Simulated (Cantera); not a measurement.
A freely propagating, adiabatic, planar premixed flame of 55.7 % H2, 9.31 % O2, 34.9 % N2, equivalence ratio 3.0, unburnt at 698 K and 660 Torr; mixture-averaged transport, grid criteria slope 0.08 and curve 0.16, no radiation.

Cantera simulation using the H2/O2 subset of GRI-Mech 3.0, which has no nitrogen chemistry; the numbers are that mechanism's predictions, not measurements. Burning velocities carry a grid error of a few per cent, more on coarse grids.

Problem. Predict: laminar burning velocity; thermal thickness; peak x(OH); peak x(H2O2); peak x(O); peak x(HO2).

Solution. laminar burning velocity: 1040 cm/s
thermal thickness: 0.621 mm
peak x(OH): 0.00179
peak x(H2O2): 2.16e-6
peak x(O): 0.00212
peak x(HO2): 0.000144
